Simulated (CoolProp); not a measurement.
m-xylene along the isotherm 620 K: fugacity coefficient from the reference equation and from simpler models built on Tc = 616.9 K, pc = 3535 kPa, ω = 0.326; each cubic takes its own stable root.

The numbers come from the reference Helmholtz-energy equation of state, Zhou 2012 in CoolProp.

| p (kPa) | phase | reference | van der Waals | Redlich-Kwong | Peng-Robinson |
|---|---|---|---|---|---|
| 112 | gas | 0.9887 | 0.9907 | 0.9894 | 0.9882 |
| 169 | gas | 0.9829 | 0.9860 | 0.9840 | 0.9822 |
| 254 | gas | 0.9743 | 0.9790 | 0.9760 | 0.9734 |
| 384 | gas | … | 0.9682 | … | 0.9599 |
| 579 | gas | 0.9419 | 0.9521 | 0.9455 | … |
| 873 | gas | 0.9129 | 0.9279 | 0.9183 | 0.9100 |
| 1320 | gas | 0.8693 | 0.8912 | 0.8772 | 0.8654 |
| 1990 | gas | 0.8049 | 0.8359 | 0.8164 | 0.8002 |
| 3000 | gas | … | 0.7502 | 0.7242 | 0.7035 |
| 4520 | supercritical | 0.5419 | 0.5931 | 0.5641 | 0.5436 |
| 6820 | supercritical | 0.3974 | 0.4566 | 0.4233 | 0.4033 |
| 10300 | supercritical | … | 0.3704 | 0.3304 | 0.3098 |
| 15500 | supercritical | 0.2441 | 0.3258 | 0.2743 | 0.2515 |
| 23400 | supercritical | 0.2134 | 0.3213 | 0.2479 | 0.2203 |
| 35300 | supercritical | 0.2099 | 0.3746 | 0.2536 | 0.2158 |

Task: Fill in the missing entries.

Result: 
- 384, reference: 0.9613
- 384, Redlich-Kwong: 0.9638
- 579, Peng-Robinson: 0.9398
- 3000, reference: 0.7081
- 10300, reference: 0.3025
